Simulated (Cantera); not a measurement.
**Thermodynamics of silicon carbide growth, feed Si(CH3)4 + C2H4 + H2**

A closed system holds: 1 mol Si(CH3)4, 0.084 mol C2H4, 6.9 mol H2, held at 12.0 mbar.

These are equilibrium values from Cantera (NASA tables, ideal gas, pure condensed phases), not measurements of a reactor. Candidate condensed phases: C, C6H6, C7H8, C8H18, Si, SiC; 87 gas species. Equilibrium is a limit: real reactors are often held back by kinetics, nucleation or transport.

From 1000 K to 1900 K the condensed part is C(graphite) + SiC(s).

```csv
T (K),log p H2,log p H,log p CH4,log p C2H2 (acetylene),log p Si,n C(graphite),n SiC(s)
1000,-1.92,-9.60,-4.86,-10.86,<-13,3.15,1.00
1100,-1.92,-8.55,-5.29,-9.80,<-13,3.16,1.00
1200,-1.92,-7.67,-5.64,-8.91,<-13,3.17,1.00
1300,-1.92,-6.92,-5.95,-8.16,-12.89,3.17,1.00
1400,-1.92,-6.27,-6.21,-7.52,-11.40,3.17,1.00
1500,-1.92,-5.71,-6.43,-6.97,-10.12,3.17,1.00
1600,-1.92,-5.23,-6.63,-6.48,-8.99,3.17,1.000
1700,-1.92,-4.79,-6.80,-6.06,-8.00,3.17,1.000
1800,-1.92,-4.41,-6.96,-5.68,-7.12,3.16,1.000
1900,-1.92,-4.06,-7.10,-5.34,-6.33,3.16,0.999
```
log p: log10 of the partial pressure in bar; n: condensed amount in mol.
